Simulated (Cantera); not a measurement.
Input (Python, Cantera) and output of one run.

```python
import numpy as np
import cantera as ct

gas_names = """
    AL ALH ALO ALOH ALO2 ALO2H AL2 AL2O AL2O2 H HALO HO2 H2 H2O H2O2 O OH O2 O3
""".split()
cond_names = """
    AL(cr) AL(L) AL2O3(a) AL2O3(L) H2O(s) H2O(L)
""".split()


def load(file, names, dense=False):
    # The tables refer to 1 bar. Condensed volumes are neglected.
    table = {s.name: s for s in ct.Species.list_from_file(file)}
    out = []
    for n in names:
        d = dict(table[n].input_data)
        d["thermo"] = dict(d["thermo"], **{"reference-pressure": 1e5})
        if dense:
            d["equation-of-state"] = {"model": "constant-volume", "density": "1e6 g/cm^3"}
        out.append(ct.Species.from_dict(d))
    return out


gas = ct.Solution(thermo="ideal-gas", species=load("nasa_gas.yaml", gas_names))
cond = {s.name: ct.Solution(thermo="fixed-stoichiometry", species=[s], name=s.name)
        for s in load("nasa_condensed.yaml", cond_names, dense=True)}
atoms = {
    'Al2O3': {'AL': 2, 'O': 3},
    'H2': {'H': 2},
}
top_T = {}  # K; cautious upper limits of use, not melting points


def equilibrate(T, P, feed):
    n = {}
    for name, mol in feed.items():
        for a, k in atoms[name].items():
            n[a] = n.get(a, 0.0) + k * mol
    gas.TPX = T, P, n
    mass = sum(n.values()) * gas.mean_molecular_weight
    gas.equilibrate("TP")
    valid = [c for c in cond.values() if c.min_temp <= T <= top_T.get(c.name, c.max_temp)]
    mix = ct.Mixture([(gas, mass / gas.mean_molecular_weight)] + [(c, 0.0) for c in valid])
    mix.T, mix.P = T, P
    mix.equilibrate("TP", solver="vcs", rtol=1e-11, max_steps=5000)
    return mix


results = []
feed = {'Al2O3': 1, 'H2': 6.3}  # mol
T = 2998  # K
P = 1400  # Pa
mix = equilibrate(T, P, feed)
results.append((T, P, feed, dict(zip(mix.species_names, mix.species_moles))))
x = sorted(zip(gas.X, gas.species_names), reverse=True)
print(f"T = {T:g} K  P = {P:g} Pa  gas = {mix.phase_moles(0):.4g} mol")
print("   x: " + "  ".join(f"{s} {v:.3e}" for v, s in x if v > 1e-05))
print("   condensed (mol): " + ("  ".join(f"{mix.phase(i).name} {mix.phase_moles(i):.4g}"
      for i in range(1, mix.n_phases) if mix.phase_moles(i) > 1e-12) or "none"))
```

Result:

```
T = 2998 K  P = 1400 Pa  gas = 12.49 mol
   x: H 5.521e-01  H2 1.733e-01  O 6.969e-02  AL 5.908e-02  ALO 4.449e-02  OH 3.569e-02  H2O 3.377e-02  AL2O 1.860e-02  O2 5.378e-03  ALOH 4.242e-03  ALO2H 2.647e-03  AL2O2 8.039e-04  ALH 1.887e-04  ALO2 9.962e-05
   condensed (mol): AL2O3(L) 0.06607
```

Cantera equilibrium calculation (NASA polynomials, part measured and part estimated; ideal gas, pure solids and liquids). The tables' values for AlOH are old estimates; treat these amounts as uncertain.
